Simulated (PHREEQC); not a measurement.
Consider water at 30 °C and 50 atm with 0.0017 mol/kgw FeCl3, 0.002 mol/kgw CaCl2 and 7.7e-05 mol/kgw Na2SO4. Closed to the air; pH follows from the charge balance.

All values are PHREEQC results (ion-association model, phreeqc.dat), not measurements.

| Property | Result |
|---|---|
| pH | 2.85 |
| ionic strength | 0.0134 mol/kgw |
| total alkalinity | -3.40 meq/kg |

```csv
species,molality,activity,log γ
Cl-,0.00905,0.00803,-0.052
Ca+2,0.00199,0.00127,-0.197
H+,0.00157,0.00142,-0.044
FeOH+2,0.00102,0.000644,-0.200
Fe+3,0.000256,0.000102,-0.398
Fe(OH)2+,0.000210,0.000187,-0.049
Na+,0.000154,0.000137,-0.050
Fe2(OH)2+4,6.00e-5,9.11e-6,-0.819
FeCl+2,4.76e-5,3.01e-5,-0.200
SO4-2,3.55e-5,2.24e-5,-0.200
FeSO4+,3.24e-5,2.89e-5,-0.050
CaSO4,5.11e-6,5.13e-6,0.001
```

This is a speciation only: nothing precipitates in the calculation. Examples of supersaturated solids here: Hematite (slow to form), Goethite (slow to form). Others may be too. Complexes and solids missing from the database can't appear. Under pressure, the constants of complexes without a molar volume in the database are unreliable.
